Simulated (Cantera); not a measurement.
A freely propagating, adiabatic, planar premixed flame of H₂ : O₂ : N₂ = 1 : 0.357 : 1.34 (molar parts), unburnt at 600 K and 1880 Torr; mixture-averaged transport, grid criteria slope 0.08 and curve 0.16, no radiation.

Computed with Cantera and the H2/O2 subset of GRI-Mech 3.0, which has no nitrogen chemistry. The hydrogen kinetics of GRI-Mech 3.0 are dated; newer H2 mechanisms differ, most at raised pressure. Burning velocities carry a grid error of a few per cent, more on coarse grids.

Problem. What does this change do: 0.2 parts H2O added?

Solution. 
```json
[
 {"quantity": "laminar burning velocity", "before": "923 cm/s", "after": "795 cm/s"},
 {"quantity": "thermal thickness", "before": "0.139 mm", "after": "0.129 mm"},
 {"quantity": "peak x(HO₂)", "before": "0.000569", "after": "0.000725"},
 {"quantity": "peak x(H)", "before": "0.0700", "after": "0.0528"},
 {"quantity": "peak x(H₂O₂)", "before": "3.11e-5", "after": "4.35e-5"}
]
```

Problem. What does this change do: O2 0.357 to 0.27 parts?

Solution. 
```
quantity                    before     after
------------------------  --------  --------
laminar burning velocity  923 cm/s  754 cm/s
thermal thickness         0.139 mm  0.142 mm
peak x(HO₂)               0.000569  0.000464
peak x(H)                   0.0700    0.0588
peak x(H₂O₂)               3.11e-5   2.34e-5
```
